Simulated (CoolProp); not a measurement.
The numbers come from the reference Helmholtz-energy equation of state, Colonna 2008 in CoolProp. It is a short technical equation, of lower accuracy than the large ones.

Task: Give the vapour pressure (bar), vapour Z, surface tension (mN/m) of saturated dodecamethylcyclohexasiloxane (D6) at 268.95, 314.85 °C.

Result: 
```tsv
T (°C)	p (bar)	vapour Z	surface tension (mN/m)
268.95	1.68	0.857	2.77
314.85	3.89	0.724	1.09
```

Surface tension comes from a separate correlation (Mulero 2014).
